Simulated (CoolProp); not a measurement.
Values from CoolProp's reference Helmholtz-energy equation of state, Thol 2015.

Give the vapour pressure (kPa), liquid density (kg/m³), vapour density (kg/m³), enthalpy of vaporisation (kJ/kg) of saturated octamethylcyclotetrasiloxane (D4) at 309 K.


| T (K) | p (kPa) | liquid density (kg/m³) | vapour density (kg/m³) | enthalpy of vaporisation (kJ/kg) |
|---|---|---|---|---|
| 309 | 0.291 | 938 | 0.0336 | 182 |
